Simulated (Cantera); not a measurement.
A Cantera script and what it prints.

```python
import numpy as np
import cantera as ct

gas_names = [...]  # 110 gases of nasa_gas.yaml made of C, H, O
cond_names = """
    C(gr) C6H6(L) C7H8(L) C8H18(L),n-octa H2O(s) H2O(L)
""".split()


# ... load() reads the species with a 1 bar reference pressure and builds the phases ...
atoms = {
    'toluene': {'C': 7, 'H': 8},
    'CO2': {'C': 1, 'O': 2},
    'H2': {'H': 2},
}
top_T = {'C(gr)': 4500}  # K; cautious upper limits of use, not melting points


# ... equilibrate(T, P, feed) seeds the gas with the atoms and calls Mixture.equilibrate('TP', solver="vcs", rtol=1e-11, max_steps=5000) ...
results = []
feed = {'toluene': 1, 'CO2': 2.7, 'H2': 88}  # mol
for P in [10, 56, 320, 1800, 10000, 56000, 320000, 1800000, 10000000]:
    for T in [1300, 1400, 1500, 1600, 1700, 1800, 1900, 2000, 2100, 2200, 2300, 2400]:
        mix = equilibrate(T, P, feed)
        results.append((T, P, feed, dict(zip(mix.species_names, mix.species_moles))))

for T, P, feed, n in results:
    print(f"{T:7g} {P:10.4g}  " + (" + ".join(c for c in cond_names if n.get(c, 0) > 1e-12) or "gas only"))
```

It prints:

```
   1300         10  C(gr)
   1400         10  C(gr)
   1500         10  C(gr)
   1600         10  C(gr)
   1700         10  C(gr)
   1800         10  C(gr)
   1900         10  C(gr)
   2000         10  C(gr)
   2100         10  C(gr)
   2200         10  C(gr)
   2300         10  C(gr)
   2400         10  C(gr)
   1300         56  C(gr)
   1400         56  C(gr)
   1500         56  C(gr)
   1600         56  C(gr)
   1700         56  C(gr)
   1800         56  C(gr)
   1900         56  C(gr)
   2000         56  C(gr)
   2100         56  C(gr)
   2200         56  C(gr)
   2300         56  C(gr)
   2400         56  C(gr)
   1300        320  C(gr)
   1400        320  C(gr)
   1500        320  C(gr)
   1600        320  C(gr)
   1700        320  C(gr)
   1800        320  C(gr)
   1900        320  C(gr)
   2000        320  C(gr)
   2100        320  C(gr)
   2200        320  C(gr)
   2300        320  C(gr)
   2400        320  C(gr)
   1300       1800  C(gr)
   1400       1800  C(gr)
   1500       1800  C(gr)
   1600       1800  C(gr)
   1700       1800  C(gr)
   1800       1800  C(gr)
   1900       1800  C(gr)
   2000       1800  C(gr)
   2100       1800  C(gr)
   2200       1800  C(gr)
   2300       1800  C(gr)
   2400       1800  C(gr)
   1300      1e+04  C(gr)
   1400      1e+04  C(gr)
   1500      1e+04  C(gr)
   1600      1e+04  C(gr)
   1700      1e+04  C(gr)
   1800      1e+04  C(gr)
   1900      1e+04  C(gr)
   2000      1e+04  C(gr)
   2100      1e+04  C(gr)
   2200      1e+04  C(gr)
   2300      1e+04  C(gr)
   2400      1e+04  C(gr)
   1300    5.6e+04  C(gr)
   1400    5.6e+04  C(gr)
   1500    5.6e+04  C(gr)
   1600    5.6e+04  C(gr)
   1700    5.6e+04  C(gr)
   1800    5.6e+04  C(gr)
   1900    5.6e+04  C(gr)
   2000    5.6e+04  C(gr)
   2100    5.6e+04  C(gr)
   2200    5.6e+04  C(gr)
   2300    5.6e+04  C(gr)
   2400    5.6e+04  C(gr)
   1300    3.2e+05  C(gr)
   1400    3.2e+05  C(gr)
   1500    3.2e+05  C(gr)
   1600    3.2e+05  C(gr)
   1700    3.2e+05  C(gr)
   1800    3.2e+05  C(gr)
   1900    3.2e+05  C(gr)
   2000    3.2e+05  C(gr)
   2100    3.2e+05  C(gr)
   2200    3.2e+05  C(gr)
   2300    3.2e+05  C(gr)
   2400    3.2e+05  C(gr)
   1300    1.8e+06  gas only
   1400    1.8e+06  gas only
   1500    1.8e+06  C(gr)
   1600    1.8e+06  C(gr)
   1700    1.8e+06  C(gr)
   1800    1.8e+06  C(gr)
   1900    1.8e+06  C(gr)
   2000    1.8e+06  C(gr)
   2100    1.8e+06  C(gr)
   2200    1.8e+06  C(gr)
   2300    1.8e+06  C(gr)
   2400    1.8e+06  C(gr)
   1300      1e+07  gas only
   1400      1e+07  gas only
   1500      1e+07  gas only
   1600      1e+07  gas only
   1700      1e+07  gas only
   1800      1e+07  gas only
   1900      1e+07  C(gr)
   2000      1e+07  C(gr)
   2100      1e+07  C(gr)
   2200      1e+07  C(gr)
   2300      1e+07  C(gr)
   2400      1e+07  C(gr)
```

Method: chemical equilibrium by Gibbs-energy minimisation in Cantera with the NASA 1993 tables (ideal gas, pure condensed phases). The ideal-gas law is rough above about 30 bar.
